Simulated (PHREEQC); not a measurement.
## Polishing slurry liquid: speciation

Make-up at 15 °C: 0.043 mol/kgw H2SO4, 0.027 mol/kgw Fe(NO3)3 and 0.091 mol/kgw CuSO4. Closed to the air; pH follows from the charge balance.

Equilibrium calculation in PHREEQC: ion-association model, phreeqc.dat.

Each row changes one thing in this solution. No solid was allowed to form.

| case | pH | ionic strength (mol/kgw) | Cu+2 (mol/kgw) | SO4-2 (mol/kgw) | HSO4- (mol/kgw) | CuSO4 (mol/kgw) | SI of Goethite (FeOOH) | SI of Hematite (Fe2O3) |
|---|---|---|---|---|---|---|---|---|
| as made | 1.45 | 0.303 | 0.0606 | 0.0378 | 0.0366 | 0.0304 | +1.16 | +4.28 |
| CuSO4 from 0.091 to 0.0091 mol/kgw | 1.28 | ? | 0.00756 | 0.00927 | 0.0165 | 0.00154 | +1.17 | +4.30 |
| temperature from 15 to 50 °C | 1.56 | 0.291 | 0.0630 | 0.0298 | 0.0475 | 0.0280 | +2.51 | +7.14 |
| CuSO4 from 0.091 to 0.0455 mol/kgw | 1.37 | 0.219 | 0.0335 | 0.0214 | 0.0277 | 0.0120 | ? | +4.22 |
| 0.0022 mol/kgw Li2CO3 added | 1.48 | 0.304 | 0.0602 | 0.0386 | 0.0351 | 0.0308 | +1.23 | +4.43 |

Task: Some entries are withheld; supply them.

Result: 
- CuSO4 from 0.091 to 0.0091 mol/kgw, ionic strength (mol/kgw): 0.149
- CuSO4 from 0.091 to 0.0455 mol/kgw, SI of Goethite (FeOOH): +1.13

Some of these states are supersaturated (in Hematite (slow to form), Goethite (slow to form), for instance). Away from 25 °C the constants follow the database's enthalpies or fits; those with neither stay at their 25 °C values.
